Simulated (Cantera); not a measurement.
**Adiabatic ignition**

An adiabatic, constant-pressure homogeneous reactor starts with CH₄ : O₂ : N₂ = 1 : 1.43 : 5.37 (molar parts), at 1000 K and 9.87 atm.

Model: GRI-Mech 3.0 (53 species, 325 reactions), integrated in Cantera.

```
t (s)     T (K)     x CH₄     x O₂   x CH₂     x HCO     x N₂O   x C₂H
--------  -----  --------  -------  ------  --------  --------  ------
7.00e-6    1000     0.128    0.183  <1e-12    <1e-12    <1e-12  <1e-12
2.19e-5    1000     0.128    0.183  <1e-12    <1e-12    <1e-12  <1e-12
6.87e-5    1000     0.128    0.183  <1e-12    <1e-12    <1e-12  <1e-12
0.000215   1000     0.128    0.183  <1e-12    <1e-12    <1e-12  <1e-12
0.000675   1000     0.128    0.183  <1e-12    <1e-12    <1e-12  <1e-12
0.00211    1000     0.128    0.183  <1e-12    <1e-12    <1e-12  <1e-12
0.00662    1000     0.128    0.183  <1e-12    <1e-12  1.89e-12  <1e-12
0.0208     1000     0.128    0.183  <1e-12  1.12e-12  9.94e-12  <1e-12
0.0650     1004     0.128    0.183  <1e-12  2.59e-11  1.05e-10  <1e-12
0.204      2508  2.51e-11  3.85e-5  <1e-12   2.19e-7   4.52e-8  <1e-12
0.638      2508  2.51e-11  3.85e-5  <1e-12   2.19e-7   4.52e-8  <1e-12
2.00       2508  2.51e-11  3.85e-5  <1e-12   2.19e-7   4.52e-8  <1e-12
```
x: mole fraction; the columns are a selection and need not sum to one.

```yaml
time_of_steepest_temperature_rise: 94.8 ms
temperature at 2.00 s: 2508 K
equilibrium_temperature: 2508 K
x(CH₄) at 2.00 s: 2.51e-11 (gas-phase equilibrium 2.83e-11)
x(O₂) at 2.00 s: 3.85e-5 (gas-phase equilibrium 3.85e-5)
x(CH₂) at 2.00 s: <1e-12 (gas-phase equilibrium <1e-12)
```
